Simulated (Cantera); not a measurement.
## Calcination and drying: Ca(OH)2 + C + H2O

Feed: 1 mol Ca(OH)2, 0.051 mol C, 0.56 mol H2O, at 1250 °C and 1330 Pa.

Equilibrium computed with Cantera from the NASA thermochemical tables; the gas is ideal and each condensed phase is pure. Candidate condensed phases: C, C6H6, C7H8, C8H18, Ca, CaCO3, CaO, Ca(OH)2, H2O; 115 gas species. Rates play no part.

The x(H2O) is 0.910, the x(H2) comes out as 0.0586 and the x(CO2) is 0.0270. The x(CO) comes out as 0.00467 and the x(H) comes out as 4.86e-5. The x(OH) comes out as 2.32e-5 and the n(CaO(s)) comes out as 1.000 mol. The gas amount comes out as 1.611 mol and the log10 activity of C(graphite) (absent) comes out as -8.23. The log10 activity of Ca(l) (absent) is -11.82.
